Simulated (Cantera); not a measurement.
An adiabatic, constant-volume homogeneous reactor starts with 5.86 % CO, 2.23 % H2, 1.41 % CH4, 19.0 % O2, 71.5 % N2, equivalence ratio 0.36, at 1400 K and 29.6 atm.

Model: GRI-Mech 3.0 (53 species, 325 reactions), integrated in Cantera. The pressure lies above the range GRI-Mech 3.0 was tuned for (to about 10 atm).

Task: Predict: time of steepest temperature rise; temperature at 0.100 s; equilibrium temperature; x(CO) at 0.100 s; x(H2) at 0.100 s; x(OH) at 0.100 s; x(H) at 0.100 s; x(CO2) at 0.100 s; x(H2O) at 0.100 s.

Result: time of steepest temperature rise: 15.1 µs
temperature at 0.100 s: 2455 K
equilibrium temperature: 2455 K
x(CO) at 0.100 s: 0.000886 (gas-phase equilibrium 0.000886)
x(H2) at 0.100 s: 9.95e-5 (gas-phase equilibrium 9.95e-5)
x(OH) at 0.100 s: 0.00291 (gas-phase equilibrium 0.00291)
x(H) at 0.100 s: 2.90e-5 (gas-phase equilibrium 2.90e-5)
x(CO2) at 0.100 s: 0.0747 (gas-phase equilibrium 0.0747)
x(H2O) at 0.100 s: 0.0508 (gas-phase equilibrium 0.0508)
